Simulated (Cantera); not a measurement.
Charge: 1 mol Al, 14 mol NH3, 2.4 mol H2.

Equilibrium computed with Cantera from the NASA thermochemical tables; the gas is ideal and each condensed phase is pure. Candidate condensed phases: Al, AlN; 13 gas species. The numbers say what is thermodynamically allowed, not how fast it happens.

Question: What condenses at these points (T in °C, P in Pa): (1450, 10000); (1650, 10000); (1700, 100); (1750, 10); (1300, 10)?

Answer: 
| T (°C) | P in Pa | condensed phases | Al condensed (%) |
|---|---|---|---|
| 1450 | 10000 | AlN | 100.0 |
| 1650 | 10000 | AlN | 99.0 |
| 1700 | 100 | gas only | 0.0 |
| 1750 | 10 | gas only | 0.0 |
| 1300 | 10 | AlN | 95.7 |
